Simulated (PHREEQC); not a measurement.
Model water analysis in mg/kgw, 25 °C, pH 6.63, pe 10.7:

```csv
constituent,mg/kgw
Na,234
K,79.6
Ca,636
Mg,66
Cl,1480
S(6) as SO4,101
Alkalinity as HCO3,191
Pb,49
```

Na is adjusted to close the charge balance.
Valence states are taken as typed.

Computed with PHREEQC (ion-association model, phreeqc.dat).

```yaml
ionic_strength: 0.0642 mol/kgw
specific_conductance: 4900 µS/cm
density: 0.999 g/cm³
```

```tsv
species	molality	activity	log γ
Cl-	0.0417	0.0333	-0.098
Ca+2	0.0153	0.00677	-0.354
Na+	0.00729	0.00591	-0.091
Mg+2	0.00260	0.00119	-0.342
HCO3-	0.00257	0.00209	-0.089
K+	0.00203	0.00162	-0.099
CO2	0.00109	0.00110	0.006
SO4-2	0.000636	0.000273	-0.368
CaSO4	0.000324	0.000329	0.006
CaHCO3+	0.000220	0.000181	-0.086
PbCO3	0.000125	0.000127	0.006
MgSO4	7.47e-5	7.58e-5	0.006
Pb+2	4.12e-5	1.74e-5	-0.373
```

No solid was allowed to form. Saturation is exceeded, for instance for Cerussite, Pb(OH)2; the values hold only as long as no solid forms.
